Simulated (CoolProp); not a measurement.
The fluid at 298.15 K and 0.329 MPa is compressed adiabatically to 1.76 MPa with isentropic efficiency 0.6. The same conditions are run with several fluids, on thermodynamics alone (safety and materials aside).

Values from CoolProp's reference Helmholtz-energy equation of state of each fluid (vinyl chloride: Thol 2022; sulfur hexafluoride: Guder 2009; hydrogen sulfide: Lemmon 2006; nitrogen: Span 2000).

**Question.** Rank vinyl chloride, sulfur hexafluoride, hydrogen sulfide, nitrogen by work (kJ/kg), highest first.

**Answer.** nitrogen (318), hydrogen sulfide (243), vinyl chloride (114), sulfur hexafluoride (47.5)

```csv
fluid,final temperature (K),final density (kg/m³)
vinyl chloride,427.9,34.7
sulfur hexafluoride,371.7,92.2
hydrogen sulfide,533.0,13.8
nitrogen,599.9,9.81
```
